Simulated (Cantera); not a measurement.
An isothermal, constant-pressure homogeneous reactor starts with NH₃ : N₂ = 1 : 3.6 (molar parts), at 2300 K and 61.5 Torr.

Detailed kinetics in Cantera: the gas-phase N/H chemistry of the illustrative SiF4/NH3 mechanism in the Surface Chemkin manual (1991). Walls and surfaces, which speed up NH3 decomposition in real reactors, are not modelled.

One state of this run: x NH₃ = 1.07e-5; x NH = 1.08e-6; x H = 0.00996; x H₂ = 0.262; x NH₂ = 1.29e-6; x N₂H₂ = 3.14e-11; x N = 1.90e-6. x: mole fraction; the columns are a selection and need not sum to one.

Question: Which value of t (s) does it belong to?
(A) 0.00765
(B) 0.277
(C) 10.0
(D) 0.00231

Answer: B, 0.277
